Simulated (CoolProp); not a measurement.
Vapour-liquid equilibrium of CHF3 (R23) (1) + propylene (2) at 1.61 bar; x and y are mole fractions of (1).

Values from CoolProp's multi-fluid Helmholtz-energy mixture model, Penoncello 2003 and Lemmon 2013; pair parameters Bell 2016.

| x | bubble temperature (°C) | y at the bubble point | dew temperature at overall composition x (°C) | liquid density (mol/L) |
|---|---|---|---|---|
| 0.05 | -48.9 | 0.419 | ___ | 14.67 |
| 0.2 | -64.4 | ___ | -42.0 | ___ |
| 0.35 | ___ | ___ | -46.5 | 16.32 |
| 0.5 | ___ | 0.860 | -51.8 | 17.01 |
| 0.65 | ___ | 0.877 | -58.4 | 17.78 |
| 0.8 | -72.7 | ___ | -67.0 | 18.68 |
| 0.95 | -73.5 | 0.960 | -73.4 | 19.78 |

Problem. What belongs in the gaps?

Solution. 
- 0.05, dew temperature at overall composition x (°C): -38.1
- 0.2, y at the bubble point: 0.760
- 0.2, liquid density (mol/L): 15.62
- 0.35, bubble temperature (°C): -69.3
- 0.35, y at the bubble point: 0.833
- 0.5, bubble temperature (°C): -71.1
- 0.65, bubble temperature (°C): -72.0
- 0.8, y at the bubble point: 0.901

No azeotrope shows between x = 0.05 and 0.95.

The pair parameters rest on a limited set of measurements; away from them the model extrapolates. With so large a gap from Raoult's law the liquid may split in two, which this calculation doesn't test in full.
